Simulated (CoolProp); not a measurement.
Vapour-liquid equilibrium of R134a (1) + R152A (2) at 257.9 K; x and y are mole fractions of (1).

Values from CoolProp's multi-fluid Helmholtz-energy mixture model, Tillner-Roth 1994 and Outcalt 1996; pair parameters Lemmon 2004.

```tsv
x	bubble pressure (kPa)	y at the bubble point	dew pressure at overall composition x (kPa)	liquid density (mol/L)
0.05	___	0.048	146.8	14.91
0.15	146.6	0.149	146.6	14.68
0.25	146.7	0.255	146.7	___
0.35	147.4	0.362	147.3	14.26
0.45	148.5	___	___	14.07
0.55	150.1	0.576	149.6	13.89
0.65	152.1	0.680	151.5	13.71
0.75	154.5	___	153.8	13.55
0.85	157.4	0.872	156.7	13.39
0.95	160.6	___	160.2	13.24
```

Task: What belongs in the gaps?

Result: 
- 0.05, bubble pressure (kPa): 146.9
- 0.25, liquid density (mol/L): 14.47
- 0.45, y at the bubble point: 0.470
- 0.45, dew pressure at overall composition x (kPa): 148.2
- 0.75, y at the bubble point: 0.779
- 0.95, y at the bubble point: 0.959

y crosses x between x = 0.15 and 0.25: the model has an azeotrope there.

Pair parameters are fitted to limited data, so mixtures are less certain than the pure fluids.
